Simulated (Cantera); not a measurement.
Cantera run:

```python
import numpy as np
import cantera as ct

gas_names = """
    C CO CO2 C2 C2O C3 C3O2 C4 C5 O O2 O3 Si SiC SiC2 SiO SiO2 Si2 Si2C Si3
""".split()
cond_names = """
    C(gr) Si(cr) Si(L) SiC(b) SiO2(Lqz) SiO2(hqz) SiO2(L)
""".split()


# ... load() reads the species with a 1 bar reference pressure and builds the phases ...
atoms = {
    'SiO2': {'Si': 1, 'O': 2},
    'C': {'C': 1},
    'CO': {'C': 1, 'O': 1},
}
top_T = {'C(gr)': 4500, 'SiC(b)': 3050}  # K; cautious upper limits of use, not melting points


# ... equilibrate(T, P, feed) seeds the gas with the atoms and calls Mixture.equilibrate('TP', solver="vcs", rtol=1e-11, max_steps=5000) ...
results = []
feed = {'SiO2': 1, 'C': 3.1, 'CO': 0.025}  # mol
T = 2050  # K
for P in [10, 100, 1000, 10000, 100000, 1000000]:
    mix = equilibrate(T, P, feed)
    results.append((T, P, feed, dict(zip(mix.species_names, mix.species_moles))))

top = {s: max(r[3][s] / sum(r[3][g] for g in gas_names) for r in results) for s in gas_names}
cols = sorted((s for s in top if top[s] > 1e-05), key=lambda s: -top[s])[:7]
seen = [c for c in cond_names if any(r[3].get(c, 0) > 1e-12 for r in results)]
print("log10 of partial pressures in bar; condensed amounts in mol")
print(f"{'P/Pa':>10s}" + "".join(f"{s[:9]:>10s}" for s in cols + seen))
for T, P, feed, n in results:
    ng = sum(n[g] for g in gas_names)
    print(f"{P:10.4g}" + "".join(f"{np.log10(max(n[s] / ng * P / 1e5, 1e-99)):10.3f}" for s in cols)
          + "".join(f"{n.get(c, 0):10.4g}" for c in seen))
```

Result:

```
log10 of partial pressures in bar; condensed amounts in mol
      P/Pa        CO        Si       SiO      SiC2      Si2C       CO2       Si2     C(gr)    SiC(b)
        10    -4.029    -5.295    -6.011    -6.579    -6.767   -12.752    -8.411    0.2487    0.8572
       100    -3.007    -5.295    -4.989    -6.579    -6.767   -10.707    -8.411    0.1519    0.9675
      1000    -2.005    -5.295    -3.987    -6.579    -6.767    -8.703    -8.411    0.1428     0.978
     1e+04    -1.005    -5.295    -2.986    -6.579    -6.767    -6.702    -8.411    0.1419     0.979
     1e+05    -0.005    -5.295    -1.986    -6.579    -6.767    -4.702    -8.411    0.1418    0.9791
     1e+06     0.995    -5.295    -0.986    -6.579    -6.767    -2.703    -8.411    0.1422    0.9791
```

Method: chemical equilibrium by Gibbs-energy minimisation in Cantera with the NASA 1993 tables (ideal gas, pure condensed phases).
